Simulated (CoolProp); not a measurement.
Vapour-liquid equilibrium of acetone (1) + toluene (2) at 426.9 K; x and y are mole fractions of (1).

Values from CoolProp's multi-fluid Helmholtz-energy mixture model, Lemmon 2006 and Lemmon 2006; pair parameters Bell 2016.

```tsv
x	bubble pressure (bar)	y at the bubble point	dew pressure at overall composition x (bar)	liquid density (mol/L)
0.05	3.642	0.201	3.135	8.049
0.15	4.791	0.430	3.455	8.250
0.25	5.801	0.564	3.843	8.461
0.35	6.721	0.655	4.321	8.684
0.45	7.585	0.726	4.920	8.921
0.55	8.420	0.785	5.682	9.173
0.65	9.248	0.837	6.661	9.442
0.75	10.08	0.886	7.911	9.730
0.85	10.94	0.932	9.461	10.04
0.95	11.83	0.977	11.29	10.37
```

No azeotrope shows between x = 0.05 and 0.95.

Pair parameters are fitted to limited data, so mixtures are less certain than the pure fluids.
